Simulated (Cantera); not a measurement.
A closed system holds: 1 mol TEOS, 0.45 mol O2, 98 mol N2, at 1.33 mbar.

Cantera equilibrium calculation (NASA polynomials, part measured and part estimated; ideal gas, pure solids and liquids). Candidate condensed phases: C, C6H6, C7H8, C8H18, H2O, Si, SiC, SiO2, Si2N2O, Si3N4; 151 gas species. The feed counts by its element totals alone. The tables' values for SiN are old estimates; treat these amounts as uncertain. Kinetics and transport are ignored. All values below are at 1825 °C.

Base state: N2 0.848, H2 0.0726, CO 0.0421, H 0.0227, Si 0.00712, HCN 0.00528, SiO 0.000457, SiC2 0.000455 (mole fractions); condensed: C(graphite).

Task: What changes in the equilibrium state with this change: pressure from 1.33 mbar to 0.100 bar?

Result: 
```
species             before     after
----------------  --------  --------
N2                   0.848     0.864
H2                  0.0726    0.0838
CO                  0.0421    0.0428
H                   0.0227   0.00282
SiO               0.000457  0.000495
Si                 0.00712  0.000101
SiC2              0.000455   6.46e-6
Si2C              0.000271   4.11e-6
C(graphite), mol      2.34      1.50
SiC(s), mol              0     0.929
```
